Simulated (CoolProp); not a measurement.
Vapour-liquid equilibrium of n-butane (1) + cis-2-butene (2) at 1.86 MPa; x and y are mole fractions of (1).

Values from CoolProp's multi-fluid Helmholtz-energy mixture model, Bücker 2006 and Lemmon 2005; pair parameters Bell 2016.

```csv
x,bubble temperature (°C),y at the bubble point,dew temperature at overall composition x (°C),liquid density (mol/L)
0.05,113.7,0.054,113.7,8.577
0.125,113.2,0.133,113.3,8.501
0.2,112.8,0.210,112.8,8.426
0.275,112.4,0.286,112.4,8.353
0.35,112.0,0.361,112.1,8.280
0.425,111.7,0.436,111.8,8.208
0.5,111.5,0.509,111.5,8.138
0.575,111.3,0.583,111.3,8.068
0.65,111.1,0.656,111.1,7.999
0.725,110.9,0.730,110.9,7.932
0.8,110.7,0.803,110.8,7.865
0.875,110.6,0.877,110.6,7.799
0.95,110.5,0.951,110.5,7.734
```

No azeotrope shows between x = 0.05 and 0.95.

The pair parameters rest on a limited set of measurements; away from them the model extrapolates.
